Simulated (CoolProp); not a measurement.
Vapour-liquid equilibrium of cis-2-butene (1) + ethanol (2) at 0.612 MPa; x and y are mole fractions of (1).

Computed with CoolProp (multi-fluid Helmholtz-energy mixture model, Lemmon 2005 and Schroeder 2014; pair parameters Bell 2016).

| x | bubble temperature (K) | y at the bubble point | dew temperature at overall composition x (K) | liquid density (mol/L) |
|---|---|---|---|---|
| 0.05 | 389.4 | 0.382 | 403.6 | 14.66 |
| 0.15 | 362.6 | 0.760 | 399.8 | 14.51 |
| 0.25 | 348.6 | 0.865 | 395.6 | 14.06 |
| 0.35 | 343.1 | 0.896 | 390.9 | 13.46 |
| 0.45 | 341.4 | 0.905 | 385.7 | 12.82 |
| 0.55 | 340.9 | 0.908 | 379.8 | 12.19 |
| 0.65 | 340.5 | 0.911 | 372.6 | 11.61 |
| 0.75 | 339.6 | 0.919 | 363.6 | 11.10 |
| 0.85 | 338.1 | 0.938 | 351.1 | 10.65 |
| 0.95 | 336.3 | 0.973 | 337.4 | 10.29 |

No azeotrope shows between x = 0.05 and 0.95.

Pair parameters are fitted to limited data, so mixtures are less certain than the pure fluids. With so large a gap from Raoult's law the liquid may split in two, which this calculation doesn't test in full.
